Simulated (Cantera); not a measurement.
A perfectly stirred reactor is fed with CH4 : H2 : H = 0.048 : 1 : 0.13 (molar parts), at 0.0132 atm; it is held at 1523 K, and followed from long to short residence time.

Cantera simulation using GRI-Mech 3.0 (53 species, 325 reactions); the numbers are that mechanism's predictions, not measurements. GRI-Mech 3.0 stops at C3 and has no aromatics, soot or wall deposition, so with more carbon than oxygen in the feed, carbon stays in small species such as C2H2 where larger ones or solid carbon would form. Radical loss at walls, strong at low pressure, is not modelled.

x: mole fraction; the columns are a selection and need not sum to one.

```csv
τ (s),x CH4,x H2,x H,x CH3,x C2H6,x C2H,x C2H2
1.7,0.0115,0.971,0.00223,0.000529,3.22e-6,?,0.0148
0.49,0.0130,0.968,0.00369,0.000995,6.67e-6,?,0.0138
0.14,0.0141,0.965,0.00623,0.00181,1.27e-5,?,0.0128
0.042,0.0143,0.960,0.0105,0.00308,2.12e-5,?,0.0120
0.012,0.0139,0.951,0.0182,0.00510,3.30e-5,?,0.0110
0.0035,0.0137,0.938,0.0302,0.00802,4.82e-5,?,0.00952
0.0010,0.0143,0.919,0.0469,0.0120,6.75e-5,?,0.00706
```

Complete the blanks.


- 1.7, x C2H: 7.36e-8
- 0.49, x C2H: 1.14e-7
- 0.14, x C2H: 1.79e-7
- 0.042, x C2H: 2.84e-7
- 0.012, x C2H: 4.56e-7
- 0.0035, x C2H: 6.64e-7
- 0.0010, x C2H: 7.84e-7
